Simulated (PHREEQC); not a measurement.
A solution holds 4.5 mmol/kgw H3BO3, 36 mmol/kgw Na2SO4 and 110 mmol/kgw KCl, at 25 °C. It is in equilibrium with CO2 at log p = -3.4 (atm). Otherwise closed; pH follows from the charge balance.

Model: ion-association model, wateq4f.dat, run in PHREEQC.

```csv
quantity,before,after
pH,5.64,5.63
ionic strength (mol/kgw),0.201,0.0214
CO2 (mol/kgw),1.29e-5,1.35e-5
HCO3- (mol/kgw),3.51e-6,2.98e-6
SI of Halite (NaCl),-3.98,-5.81
SI of Nahcolite (NaHCO3),-6.32,-7.25
```

Name the change that produced these shifts.
A) H3BO3 from 0.0045 to 0.045 mol/kgw
B) temperature from 25 to 90 °C
C) diluted 10-fold with water
D) KCl from 0.11 to 0.121 mol/kgw
E) H3BO3 left out

C, diluted 10-fold with water

No solid was allowed to form.
